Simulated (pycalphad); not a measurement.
All values are pycalphad results on the COST 507 light-alloy database (1999) (1 atm), not direct measurements. No gas phase is included, though pure Mg would boil below 1650 K. The database dates from 1999; later assessments differ in places, in temperatures and in the compounds included. Kinetics are ignored, which matters at the lower temperatures.

Molar enthalpy of Mg-21Si (at.%) in equilibrium (SER reference):

| T (K) | H (kJ/mol) | phases |
|---|---|---|
| 1650 | 46.65 | LIQUID |
| 1570 | 44.03 | LIQUID |
| 1490 | 41.40 | LIQUID |
| 1410 | 38.77 | LIQUID |
| 1370 | 37.45 | LIQUID |
| 1330 | 36.14 | LIQUID |
| 1250 | 25.34 | LIQUID + MG2SI |
| 1170 | 17.58 | LIQUID + MG2SI |
| 1090 | 12.86 | MG2SI + LIQUID |
| 1010 | 9.30 | MG2SI + LIQUID |
| 930 | 6.34 | MG2SI + LIQUID |
| 890 | 1.59 | MG2SI + HCP_A3 |
| 850 | 0.47 | MG2SI + HCP_A3 |
| 770 | -1.73 | MG2SI + HCP_A3 |
| 690 | -3.88 | MG2SI + HCP_A3 |
| 610 | -6.00 | MG2SI + HCP_A3 |
| 530 | -8.07 | MG2SI + HCP_A3 |
| 450 | -10.08 | MG2SI + HCP_A3 |
| 370 | -12.03 | MG2SI + HCP_A3 |

Cooling from 1330 K to 890 K, across the freezing range, releases 34.6 kJ/mol, or 1380 J/g. The slope is 33 J/(mol K) in the liquid and 28 J/(mol K) just below the solidus, where it includes any heat of precipitation. Liquidus 1297 K, solidus 912 K. Changes were sought between steps of 40 K, so a narrower field can be missed.

Database names, with the compositions (at.%) that they take in these runs: MG2SI: Mg 67 Si 33. HCP_A3 is hcp.
